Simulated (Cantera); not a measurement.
Feed: 1 mol PbO, a varied amount of CO, 0.26 mol N2, equilibrated at 1425 K and 1200 Torr.

Method: chemical equilibrium by Gibbs-energy minimisation in Cantera with the NASA 1993 tables (ideal gas, pure condensed phases). Candidate condensed phases: C, Pb, PbO, PbO2, Pb3O4; 27 gas species. Each liquid is taken as pure. Mutual solubility and eutectic melting of coexisting phases are not modelled. Gases not in the tables: (PbO)n polymers. Equilibrium is a limit: real reactors are often held back by kinetics, nucleation or transport.

Q: Which condensed phases are stable at each of these points (n(CO) (mol)): 0.76, 1, 1.3, 1.8, 2.4, 3.1, 4.1, 5.5, 7.2, 9.6?

A: 
```tsv
n(CO) (mol)	condensed phases	Pb condensed (%)
0.76	Pb(l) + PbO(l)	99.1
1	Pb(l)	98.9
1.3	Pb(l)	98.9
1.8	Pb(l)	98.5
2.4	Pb(l)	98.1
3.1	Pb(l)	97.6
4.1	Pb(l)	96.9
5.5	Pb(l)	95.8
7.2	Pb(l)	94.6
9.6	Pb(l)	92.9
```

At 0.76 mol CO the condensed part is Pb(l) + PbO(l). From 1 mol CO to 9.6 mol CO the condensed part is Pb(l). The share of Pb in condensed phases is highest at 0.76 mol CO (99.1 %) and lowest at 9.6 mol CO (92.9 %).
